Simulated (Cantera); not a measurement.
What does this Cantera script print?

```python
import numpy as np
import cantera as ct

gas = ct.Solution("h2o2.yaml")
gas.TPX = 950, 110, {'H2': 0.031, 'O2': 1, 'N2': 0.27}
reactor = ct.IdealGasConstPressureReactor(gas, energy="off", clone=False)
net = ct.ReactorNet([reactor])
net.rtol, net.atol = 1e-08, 1e-18
show = ['H2', 'O2', 'H2O', 'OH', 'HO2']
times = np.geomspace(1e-06, 10, 14)

steps = ct.SolutionArray(gas, extra=["t"])
rows = []
print(f"{'t/s':>10s}{'T/K':>9s}{'P/Pa':>11s}" + "".join(f"{s:>11s}" for s in show))
for t in times:
    while net.time < t:
        t_next = net.step()
        steps.append(gas.state, t=t_next)
    rows.append([np.interp(t, steps.t, y) for y in (steps.T, steps.P, *steps(*show).X.T)])
    print(f"{t:10.3e}{rows[-1][0]:9.1f}{rows[-1][1]:11.4g}" + "".join(f"{x:11.3e}" for x in rows[-1][2:]))
rate = np.gradient(steps.T, steps.t)
print("integrator steps:", len(steps.t))
if steps.T.max() > steps.T[0] + 200:
    print(f"time of steepest temperature rise: {steps.t[rate.argmax()]:.4e} s")
gas.TPX = 950, 110, {'H2': 0.031, 'O2': 1, 'N2': 0.27}
gas.equilibrate("TP")
print(f"equilibrium (TP): T = {gas.T:.1f} K  " + "  ".join(f"{s} {gas[s].X[0]:.3e}" for s in show))
```

Output:

```
       t/s      T/K       P/Pa         H2         O2        H2O         OH        HO2
 1.000e-06    950.0        110  2.383e-02  7.686e-01  3.202e-22  1.031e-18  3.472e-15
 3.455e-06    950.0        110  2.383e-02  7.686e-01  5.477e-21  8.400e-18  1.199e-14
 1.194e-05    950.0        110  2.383e-02  7.686e-01  1.896e-19  9.303e-17  4.144e-14
 4.125e-05    950.0        110  2.383e-02  7.686e-01  6.311e-18  1.040e-15  1.432e-13
 1.425e-04    950.0        110  2.383e-02  7.686e-01  2.195e-16  1.188e-14  4.948e-13
 4.924e-04    950.0        110  2.383e-02  7.686e-01  8.054e-15  1.303e-13  1.710e-12
 1.701e-03    950.0        110  2.383e-02  7.686e-01  2.796e-13  1.242e-12  5.909e-12
 5.878e-03    950.0        110  2.383e-02  7.686e-01  7.524e-12  8.964e-12  2.044e-11
 2.031e-02    950.0        110  2.383e-02  7.686e-01  2.101e-10  8.733e-11  7.097e-11
 7.017e-02    950.0        110  2.383e-02  7.686e-01  7.994e-08  2.432e-08  3.993e-10
 2.424e-01    950.0        110  2.323e-03  7.545e-01  1.747e-02  1.275e-03  4.773e-07
 8.377e-01    950.0        110  2.335e-04  7.533e-01  2.149e-02  5.819e-04  3.809e-07
 2.894e+00    950.0        110  1.374e-04  7.588e-01  2.282e-02  4.455e-04  3.372e-07
 1.000e+01    950.0        110  3.511e-05  7.641e-01  2.384e-02  2.240e-04  2.172e-07
integrator steps: 1070
equilibrium (TP): T = 950.0 K  H2 1.524e-11  O2 7.658e-01  H2O 2.412e-02  OH 1.537e-07  HO2 9.471e-11
```

Computed with Cantera and the H2/O2 subset of GRI-Mech 3.0, which has no nitrogen chemistry. Radical loss at walls, strong at low pressure, is not modelled.
